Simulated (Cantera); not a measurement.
What does this Cantera script print?

```python
import numpy as np
import cantera as ct

gas = ct.Solution("gri30.yaml")


def delay(T, t_max=10):
    gas.TPX = T, 101325, {'CH4': 1, 'O2': 2.15, 'N2': 8.09, 'H2': 0.68}
    reactor = ct.IdealGasReactor(gas, clone=False)
    net = ct.ReactorNet([reactor])
    net.rtol, net.atol = 1e-8, 1e-16
    while net.time < t_max:
        t_old, T_old = net.time, reactor.T
        net.step()
        if reactor.T > T + 400:  # ignition: a rise of 400 K
            return t_old + (T + 400 - T_old) / (reactor.T - T_old) * (net.time - t_old)
    return np.nan


taus = []
for T in [1250, 1350, 1450, 1550, 1650, 1750, 1850, 1950, 2050]:
    taus.append(delay(T))
    print(f"T0 = {T:6g} K   tau = {taus[-1]:.4e} s")
```

Result:

```
T0 =   1250 K   tau = 9.5858e-04 s
T0 =   1350 K   tau = 4.4777e-04 s
T0 =   1450 K   tau = 2.3101e-04 s
T0 =   1550 K   tau = 1.3041e-04 s
T0 =   1650 K   tau = 7.8961e-05 s
T0 =   1750 K   tau = 5.0263e-05 s
T0 =   1850 K   tau = 3.3181e-05 s
T0 =   1950 K   tau = 2.2546e-05 s
T0 =   2050 K   tau = 1.5713e-05 s
```

Computed with Cantera and GRI-Mech 3.0 (53 species, 325 reactions).
